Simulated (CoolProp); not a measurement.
A simple Rankine cycle with dimethyl carbonate: condensing at 288.15 K, boiler at 0.382 MPa, turbine inlet 413.5 K, turbine efficiency 0.75, pump efficiency 0.6, no recuperator. Each further row changes one setting.

Computed with CoolProp (reference Helmholtz-energy equation of state, Zhou 2011).

```
case                             thermal efficiency (%)  net work (kJ/kg)  heat in (kJ/kg)  turbine exit temperature (K)  volume ratio over the turbine
-------------------------------  ----------------------  ----------------  ---------------  ----------------------------  -----------------------------
as stated                                          18.4               107              581                    (withheld)                           76.8
turbine inlet 433.5 K                              18.5               114              612                         347.1                           76.6
condensing temperature 280.15 K              (withheld)        (withheld)              596                         320.3                            119
boiler pressure 0.267 MPa                    (withheld)               101              584                         335.3                     (withheld)
turbine efficiency 0.65                            16.0        (withheld)              581                         339.1                           79.4
```

Problem. What belongs in the gaps?

Solution. 
- as stated, turbine exit temperature (K): 327.8
- condensing temperature 280.15 K, thermal efficiency (%): 19.6
- condensing temperature 280.15 K, net work (kJ/kg): 117
- boiler pressure 0.267 MPa, thermal efficiency (%): 17.3
- boiler pressure 0.267 MPa, volume ratio over the turbine: 53.5
- turbine efficiency 0.65, net work (kJ/kg): 92.8
